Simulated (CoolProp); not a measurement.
Ethanol along the isobar 4.27 MPa: Z from the reference equation and from simpler models built on Tc = 514.7 K, pc = 6.268 MPa, ω = 0.644; each cubic takes its own stable root.

Computed with CoolProp (reference Helmholtz-energy equation of state, Schroeder 2014).

| T (K) | phase | reference |
|---|---|---|
| 408.9 | liquid | 0.08536 |
| 418.9 | liquid | 0.08505 |
| 428.9 | liquid | 0.08498 |
| 438.9 | liquid | 0.08516 |
| 448.9 | liquid | 0.08565 |
| 458.9 | liquid | 0.08651 |
| 469 | liquid | 0.08790 |
| 479 | liquid | 0.09008 |
| 489 | liquid | 0.09393 |
| 499 | gas | 0.6602 |

**Question.** How far does each simpler model (van der Waals, Redlich-Kwong, Soave-Redlich-Kwong) lie from the reference over these 10 states: mean and median of the absolute difference, and the worst?

**Answer.** 
- van der Waals: mean 241.5 %, median 91.4 %, worst +630.5 % at 489 K and 4.27 MPa
- Redlich-Kwong: mean 89.0 %, median 38.3 %, worst +573.2 % at 489 K and 4.27 MPa
- Soave-Redlich-Kwong: mean 23.6 %, median 24.0 %, worst +35.2 % at 489 K and 4.27 MPa

At some of these states van der Waals, Redlich-Kwong gives the other phase, because its saturation line lies elsewhere.
